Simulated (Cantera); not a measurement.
Cantera run:

```python
import numpy as np
import cantera as ct

gas_names = """
    C CN CO CO2 C2 CCN CNC C2N2 C2O C3 C3O2 C4 C4N2 C5 Fe FeC5O5 FeO N NCO NO NO2 NO3 N2 N2O O O2 O3
""".split()
cond_names = """
    C(gr) Fe(a) Fe(c) Fe(d) Fe(L) FeC5O5(L) FeO(s) FeO(L) Fe2O3(s) Fe3O4(s)
""".split()


# ... load() reads the species with a 1 bar reference pressure and builds the phases ...
atoms = {
    'Fe(CO)5': {'Fe': 1, 'C': 5, 'O': 5},
    'O2': {'O': 2},
    'N2': {'N': 2},
}
top_T = {'C(gr)': 4500, 'Fe2O3(s)': 1830, 'Fe3O4(s)': 1870}  # K; cautious upper limits of use, not melting points


# ... equilibrate(T, P, feed) seeds the gas with the atoms and calls Mixture.equilibrate('TP', solver="vcs", rtol=1e-11, max_steps=5000) ...
results = []
feed = {'Fe(CO)5': 1, 'O2': 1.3, 'N2': 40}  # mol
T = 1673  # K
P = 110  # Pa
mix = equilibrate(T, P, feed)
results.append((T, P, feed, dict(zip(mix.species_names, mix.species_moles))))
print(gas.report(threshold=0.001))
for i in range(1, mix.n_phases):
    print(f"{mix.phase(i).name:16s} {mix.phase_moles(i):12.5e} mol")
```

Output:

```
       temperature   1673 K
          pressure   110 Pa
           density   0.00022639 kg/m^3
  mean mol. weight   28.629 kg/kmol
   phase of matter   gas

                          1 kg             1 kmol
                     ---------------   ---------------
          enthalpy        8.1318e+05         2.328e+07  J
   internal energy        3.2731e+05        9.3703e+06  J
           entropy             10768        3.0827e+05  J/K
    Gibbs function       -1.7201e+07       -4.9246e+08  J
 heat capacity c_p            1263.1             36160  J/K
 heat capacity c_v            972.66             27846  J/K

                      mass frac. Y      mole frac. X     chem. pot. / RT
                     ---------------   ---------------   ---------------
                CO          0.072811          0.074419           -44.466
               CO2           0.05622          0.036572           -69.155
                Fe         0.0020699         0.0010611           -8.1428
                N2           0.86886           0.88793           -33.286
     [  +23 minor]        3.9343e-05        1.9167e-05

C(gr)             0.00000e+00 mol
Fe(d)             0.00000e+00 mol
FeC5O5(L)         0.00000e+00 mol
FeO(L)            9.51594e-01 mol
Fe2O3(s)          0.00000e+00 mol
Fe3O4(s)          0.00000e+00 mol
```

These are equilibrium values from Cantera (NASA tables, ideal gas, pure condensed phases), not measurements of a reactor. The tables' stoichiometric FeO is somewhat more stable than real wüstite, so its field is too wide. FeO: taken at fixed stoichiometry.
